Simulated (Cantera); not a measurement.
Input: 1 mol B, a varied amount of N2, 120 mol H2, at 2.10 mbar.

Equilibrium computed with Cantera from the NASA thermochemical tables; the gas is ideal and each condensed phase is pure. Candidate condensed phases: B, BN; 15 gas species. N2 is the only nitrogen source here; it is nearly inert below about 1500 K, so the nitride shown seldom forms there in practice. Mutual solubility and eutectic melting of coexisting phases are not modelled. Kinetics and transport are ignored.

### Question
What condenses at these points (T in °C, n(N2) in mol): (1827, 9.8); (1227, 8.3); (1227, 4.5); (1827, 6.8); (1727, 7.5); (2127, 6); (1627, 6)?

### Answer
| T (°C) | n(N2) in mol | condensed phases | B condensed (%) |
|---|---|---|---|
| 1827 | 9.8 | B | 86.2 |
| 1227 | 8.3 | BN | 100.0 |
| 1227 | 4.5 | BN | 100.0 |
| 1827 | 6.8 | B | 86.3 |
| 1727 | 7.5 | B + BN | 93.6 |
| 2127 | 6 | gas only | 0.0 |
| 1627 | 6 | BN | 98.3 |
